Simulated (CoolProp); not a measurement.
Computed with CoolProp (reference Helmholtz-energy equation of state, Lemmon 2006). It is a short technical equation, of lower accuracy than the large ones.

For nitrous oxide, give the phase and the cv (kJ/(kg K)), isothermal compressibility (1/MPa), fugacity coefficient at 354.5 K and 0.906 MPa.


- 354.5 K and 0.906 MPa: gas; cv 0.751, isothermal compressibility 1.14, fugacity coefficient 0.972
